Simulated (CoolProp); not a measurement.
Computed with CoolProp (reference Helmholtz-energy equation of state, Gedanitz 2015).

Task: For cyclopentane, give the phase and the cv (kJ/(kg K)), conductivity (mW/(m K)) at 264.4 K and 0.101 MPa; 303.5 K and 0.101 MPa; 420.9 K and 0.101 MPa.

Result: 
- 264.4 K and 0.101 MPa: liquid; cv 1.14, conductivity 140
- 303.5 K and 0.101 MPa: liquid; cv 1.29, conductivity 125
- 420.9 K and 0.101 MPa: gas; cv 1.68, conductivity 25.0

Thermal conductivity comes from a separate model (Vassiliou 2015).
